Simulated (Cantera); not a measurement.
A freely propagating, adiabatic, planar premixed flame of CO : H2 : CH4 : O2 : N2 : H2O = 1 : 1.3 : 0.17 : 0.993 : 3.73 : 0.17 (molar parts), equivalence ratio 1.5, unburnt at 650 K and 0.987 atm; mixture-averaged transport, grid criteria slope 0.08 and curve 0.16, no radiation.

Cantera simulation using GRI-Mech 3.0 (53 species, 325 reactions); the numbers are that mechanism's predictions, not measurements. Burning velocities carry a grid error of a few per cent, more on coarse grids.

### Question
How do the results move with these cheaper or finer settings: unity-Lewis-number transport; multicomponent transport; multicomponent+Soret transport; grid criteria slope 0.5, curve 1; grid criteria slope 0.25, curve 0.5; grid criteria slope 0.03, curve 0.06?

### Answer
```
setting                               laminar burning velocity  thermal thickness  peak x(HO2)  grid points  grid points
------------------------------------  ------------------------  -----------------  -----------  -----------  -----------
as above                                              533 cm/s           0.295 mm     0.000257          159          159
unity-Lewis-number transport                          342 cm/s           0.285 mm     0.000179          139          139
multicomponent transport                              526 cm/s           0.294 mm     0.000258          159          159
multicomponent+Soret transport                        507 cm/s           0.291 mm     0.000258          160          160
grid criteria slope 0.5, curve 1                      585 cm/s           0.363 mm     0.000235           48           48
grid criteria slope 0.25, curve 0.5                   560 cm/s           0.321 mm     0.000252           75           75
grid criteria slope 0.03, curve 0.06                  528 cm/s           0.289 mm     0.000259          368          368
```
The base run took around 5 core-seconds (rough).
Unity Lewis numbers drop preferential diffusion, which matters most where H2 and H carry the flame; Soret adds thermal diffusion.
